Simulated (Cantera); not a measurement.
An adiabatic, constant-volume homogeneous reactor starts with 18.7 % CH3OH, 14.8 % O2, 55.5 % N2, 11.0 % H2O, equivalence ratio 1.9, at 1075 K and 100000 Pa.

Model: GRI-Mech 3.0 (53 species, 325 reactions), integrated in Cantera. GRI-Mech 3.0 was tuned for natural gas; its chemistry of methanol as a main component is partial and can be far from experiment.

Question: Predict: time of steepest temperature rise; temperature at 1.00 s; equilibrium temperature; x(O2) at 1.00 s; x(H2O) at 1.00 s; x(N2O) at 1.00 s.

Answer: time of steepest temperature rise: 66.4 ms
temperature at 1.00 s: 2484 K
equilibrium temperature: 2484 K
x(O2) at 1.00 s: 7.25e-5 (gas-phase equilibrium 7.25e-5)
x(H2O) at 1.00 s: 0.281 (gas-phase equilibrium 0.281)
x(N2O) at 1.00 s: 2.23e-8 (gas-phase equilibrium 2.23e-8)
